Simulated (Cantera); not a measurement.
**Premixed flame**

A freely propagating, adiabatic, planar premixed flame of 4.78 % CH4, 0.320 % C2H6, 0.813 % C3H8, 22.3 % O2, 71.7 % N2, equivalence ratio 0.66, unburnt at 625 K and 1.90 bar; multicomponent transport, grid criteria slope 0.08 and curve 0.16, no radiation.

Cantera simulation using GRI-Mech 3.0 (53 species, 325 reactions); the numbers are that mechanism's predictions, not measurements. GRI-Mech 3.0 was tuned for natural gas; its chemistry of propane as a main component is partial and can be far from experiment. Burning velocities carry a grid error of a few per cent, more on coarse grids.

```json
[
 {"z (mm)": "-0.601", "T (K)": "625", "u (m/s)": "1.04", "x CH4": "0.0478", "x C2H6": "0.00320", "x C3H8": "0.00813", "x H2O": "6.43e-5", "x CH2O": "3.14e-7", "x CO": "5.39e-6"},
 {"z (mm)": "-0.401", "T (K)": "628", "u (m/s)": "1.04", "x CH4": "0.0476", "x C2H6": "0.00320", "x C3H8": "0.00812", "x H2O": "0.000610", "x CH2O": "5.70e-6", "x CO": "7.15e-5"},
 {"z (mm)": "-0.300", "T (K)": "636", "u (m/s)": "1.06", "x CH4": "0.0472", "x C2H6": "0.00319", "x C3H8": "0.00810", "x H2O": "0.00197", "x CH2O": "2.49e-5", "x CO": "0.000271"},
 {"z (mm)": "-0.200", "T (K)": "684", "u (m/s)": "1.14", "x CH4": "0.0453", "x C2H6": "0.00313", "x C3H8": "0.00798", "x H2O": "0.00853", "x CH2O": "0.000177", "x CO": "0.00157"},
 {"z (mm)": "-0.100", "T (K)": "972", "u (m/s)": "1.64", "x CH4": "0.0341", "x C2H6": "0.00256", "x C3H8": "0.00589", "x H2O": "0.0402", "x CH2O": "0.00115", "x CO": "0.0112"},
 {"z (mm)": "-0.0501", "T (K)": "1310", "u (m/s)": "2.23", "x CH4": "0.0204", "x C2H6": "0.00139", "x C3H8": "0.00217", "x H2O": "0.0735", "x CH2O": "0.00145", "x CO": "0.0246"},
 {"z (mm)": "0", "T (K)": "1659", "u (m/s)": "2.85", "x CH4": "0.00569", "x C2H6": "0.000123", "x C3H8": "7.94e-5", "x H2O": "0.107", "x CH2O": "0.000722", "x CO": "0.0374"},
 {"z (mm)": "0.0501", "T (K)": "1820", "u (m/s)": "3.12", "x CH4": "0.000513", "x C2H6": "5.76e-7", "x C3H8": "8.86e-8", "x H2O": "0.121", "x CH2O": "0.000105", "x CO": "0.0342"},
 {"z (mm)": "0.100", "T (K)": "1884", "u (m/s)": "3.22", "x CH4": "2.48e-5", "x C2H6": "<1e-8", "x C3H8": "<1e-8", "x H2O": "0.124", "x CH2O": "6.03e-6", "x CO": "0.0253"},
 {"z (mm)": "0.200", "T (K)": "1964", "u (m/s)": "3.33", "x CH4": "7.68e-8", "x C2H6": "<1e-8", "x C3H8": "<1e-8", "x H2O": "0.125", "x CH2O": "2.17e-8", "x CO": "0.0148"},
 {"z (mm)": "0.401", "T (K)": "2050", "u (m/s)": "3.46", "x CH4": "<1e-8", "x C2H6": "<1e-8", "x C3H8": "<1e-8", "x H2O": "0.128", "x CH2O": "<1e-8", "x CO": "0.00780"},
 {"z (mm)": "0.801", "T (K)": "2117", "u (m/s)": "3.56", "x CH4": "<1e-8", "x C2H6": "<1e-8", "x C3H8": "<1e-8", "x H2O": "0.132", "x CH2O": "<1e-8", "x CO": "0.00401"},
 {"z (mm)": "1.60", "T (K)": "2153", "u (m/s)": "3.61", "x CH4": "<1e-8", "x C2H6": "<1e-8", "x C3H8": "<1e-8", "x H2O": "0.134", "x CH2O": "<1e-8", "x CO": "0.00194"}
]
```
x: mole fraction of selected species; z is measured from the peak of heat release.

| Quantity | Result |
|---|---|
| laminar burning velocity | 103 cm/s |
| thermal thickness | 0.200 mm |
| peak x(CH2O) | 0.00148 |
| peak x(CO) | 0.0381 |
| grid points | 132 |
